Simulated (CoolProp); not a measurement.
Vapour-liquid equilibrium of propylene (1) + n-hexane (2) at 275.9 K; x and y are mole fractions of (1).

Model: multi-fluid Helmholtz-energy mixture model, Lemmon 2013 and Thol 2019; pair parameters Bell 2016, in CoolProp.

Question: Give the bubble pressure and the first vapour's composition at x = 0.45, 0.75, 0.85. Is there an azeotrope?

Answer: x = 0.45: 275.9 kPa, y = 0.981; x = 0.75: 455.8 kPa, y = 0.994; x = 0.85: 525.3 kPa, y = 0.997. No azeotrope shows between x = 0.05 and 0.95.

The pair parameters rest on a limited set of measurements; away from them the model extrapolates. The gap from Raoult's law changes sign with composition, which may be real or a fault of the pair parameters; it wasn't checked against measurements.
